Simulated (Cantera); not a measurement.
Standard-state values (1 bar) from the NASA 1993 polynomials, evaluated with Cantera. Values are per mole of reaction as written; species without (g) are pure solids or liquids, kept so even where they would boil at 1 bar. TiC: taken at fixed stoichiometry.

### Question
Between 498 and 898 K, where is each reaction favourable under standard conditions?
- C + 4 TiCl3 = 3 TiCl4(g) + TiC

### Answer
- C + 4 TiCl3 = 3 TiCl4(g) + TiC: ΔG° is 156 kJ at 498 K and -31 kJ at 898 K; it changes sign between 798 and 848 K. ΔH° is 373 kJ and ΔS° 450 J/K at 898 K.
